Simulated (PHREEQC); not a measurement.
## Metal-bearing waste water: speciation

Make-up at 25 °C: 0.029 mol Al2(SO4)3, 0.048 mol CuCl2, 0.0014 mol CaCl2 and 0.00076 mol NaCl per kg of water. Closed to the air; pH follows from the charge balance.

Model: ion-association model, wateq4f.dat, run in PHREEQC.

| Quantity | Result |
|---|---|
| pH | 3.80 |
| ionic strength | 0.241 mol/kgw |

```
species    molality  activity   log γ
---------  --------  --------  ------
Cl-          0.0968    0.0675  -0.156
AlSO4+       0.0384    0.0275  -0.145
Cu+2         0.0334    0.0103  -0.509
SO4-2        0.0218   0.00595  -0.564
Al+3         0.0121   0.00146  -0.919
CuSO4        0.0119    0.0126   0.024
Al(SO4)2-   0.00722   0.00517  -0.145
CuCl+       0.00267   0.00188  -0.152
Ca+2        0.00104  0.000319  -0.515
Na+        0.000738  0.000542  -0.134
CaSO4      0.000358  0.000378   0.024
AlOH+2     0.000314   9.16e-5  -0.535
```

No solid was allowed to form. Saturation is exceeded, for instance for Basaluminite, Gibbsite (slow to form); the values hold only as long as no solid forms.
